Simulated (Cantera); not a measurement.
A closed system holds: 1 mol Nb, 3.5 mol H₂O, held at 13.3 mbar.

These are equilibrium values from Cantera (NASA tables, ideal gas, pure condensed phases), not measurements of a reactor. Candidate condensed phases: H₂O, Nb, NbO, NbO₂, Nb₂O₅; 12 gas species. Condensed phases not in the tables: the oxides between NbO₂ and Nb₂O₅. Rates play no part.

Q: What share of the Nb ends up in condensed phases as a function of T (K), at 1700, 1800, 1900, 2000, 2100, 2200, 2300, 2400, 2500, 2600, 2700, 2800?

A: 
```csv
T (K),Nb condensed (%),as
1700,100.0,Nb₂O₅(s)
1800,100.0,Nb₂O₅(l)
1900,100.0,Nb₂O₅(l)
2000,99.9,Nb₂O₅(l)
2100,99.7,Nb₂O₅(l)
2200,98.7,Nb₂O₅(l)
2300,95.5,Nb₂O₅(l)
2400,86.1,Nb₂O₅(l)
2500,61.3,Nb₂O₅(l)
2600,0.0,-
2700,0.0,-
2800,0.0,-
```
